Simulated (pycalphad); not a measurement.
CALPHAD calculation (pycalphad, COST 507 light-alloy database (1999)), 1 atm. The data set is of 1999 and partly superseded. Phase fractions are per mole of atoms.

### Question
Give the equilibrium state of Hf-19.31B (wt.%) at 3027 °C.

### Answer
```
T = 3300.00 K, P = 101325 Pa, N = 1 mol of atoms
G = -227003 J/mol, H = 70685 J/mol, S = 90.21 J/(mol K)  (SER reference)
chemical potentials (J/mol): Hf -503989, B -156889
phase             fraction      x(Hf)       x(B)
LIQUID              0.7031     0.1465     0.8535
B2M                 0.2969     0.3333     0.6667
```

### Question
Give the equilibrium state of Hf-19.31B (wt.%) at 1727 °C.

### Answer
B2M, fraction 0.606, with 10.8 B wt.%; BETA_RHOMBO_B, fraction 0.394, with 100 B wt.%.

Database names, with the compositions (at.%) that they take in these runs: B2M: B 67 Hf 33. BETA_RHOMBO_B is β-boron.
